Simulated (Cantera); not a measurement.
A Cantera script and its output.

```python
import numpy as np
import cantera as ct

gas = ct.Solution("gri30.yaml")
gas.TPX = 1998, 101325, {'C2H6': 1, 'N2': 200}
reactor = ct.IdealGasConstPressureReactor(gas, energy="off", clone=False)
net = ct.ReactorNet([reactor])
net.rtol, net.atol = 1e-08, 1e-18
show = ['C2H6', 'CH2', 'C2H4', 'CH3', 'C2H', 'C2H2', 'H2']
times = np.geomspace(0.0002, 1, 9)

steps = ct.SolutionArray(gas, extra=["t"])
rows = []
print(f"{'t/s':>10s}{'T/K':>9s}{'P/Pa':>11s}" + "".join(f"{s:>11s}" for s in show))
for t in times:
    while net.time < t:
        t_next = net.step()
        steps.append(gas.state, t=t_next)
    rows.append([np.interp(t, steps.t, y) for y in (steps.T, steps.P, *steps(*show).X.T)])
    print(f"{t:10.3e}{rows[-1][0]:9.1f}{rows[-1][1]:11.4g}" + "".join(f"{x:11.3e}" for x in rows[-1][2:]))
rate = np.gradient(steps.T, steps.t)
print("integrator steps:", len(steps.t))
if steps.T.max() > steps.T[0] + 200:
    print(f"time of steepest temperature rise: {steps.t[rate.argmax()]:.4e} s")
gas.TPX = 1998, 101325, {'C2H6': 1, 'N2': 200}
gas.equilibrate("TP")
print(f"equilibrium (TP): T = {gas.T:.1f} K  " + "  ".join(f"{s} {gas[s].X[0]:.3e}" for s in show))
```

It prints:

```
       t/s      T/K       P/Pa       C2H6        CH2       C2H4        CH3        C2H       C2H2         H2
 2.000e-04   1998.0  1.013e+05  5.291e-07  4.725e-06  4.263e-05  2.090e-04  2.071e-06  4.473e-03  8.772e-03
 5.800e-04   1998.0  1.013e+05  1.515e-07  1.921e-06  9.699e-06  1.095e-04  1.411e-06  4.613e-03  9.122e-03
 1.682e-03   1998.0  1.013e+05  4.922e-08  1.055e-06  3.234e-06  6.223e-05  1.292e-06  4.705e-03  9.386e-03
 4.877e-03   1998.0  1.013e+05  9.902e-09  5.133e-07  8.980e-07  2.801e-05  1.345e-06  4.776e-03  9.603e-03
 1.414e-02   1998.0  1.013e+05  9.180e-10  1.663e-07  3.744e-07  8.555e-06  1.391e-06  4.807e-03  9.717e-03
 4.101e-02   1998.0  1.013e+05  2.848e-11  3.036e-08  3.240e-07  1.504e-06  1.423e-06  4.813e-03  9.757e-03
 1.189e-01   1998.0  1.013e+05  8.919e-13  4.848e-09  3.226e-07  2.302e-07  1.446e-06  4.813e-03  9.766e-03
 3.448e-01   1998.0  1.013e+05  4.218e-13  2.592e-09  3.227e-07  1.233e-07  1.450e-06  4.813e-03  9.769e-03
 1.000e+00   1998.0  1.013e+05  3.278e-13  1.834e-09  3.226e-07  8.745e-08  1.450e-06  4.812e-03  9.771e-03
integrator steps: 1239
equilibrium (TP): T = 1998.0 K  C2H6 6.566e-14  CH2 1.412e-09  C2H4 1.301e-08  CH3 6.724e-08  C2H 5.845e-08  C2H2 1.940e-04  H2 9.773e-03
```

Detailed kinetics in Cantera: GRI-Mech 3.0 (53 species, 325 reactions). GRI-Mech 3.0 stops at C3 and has no aromatics, soot or wall deposition, so with more carbon than oxygen in the feed, carbon stays in small species such as C2H2 where larger ones or solid carbon would form.
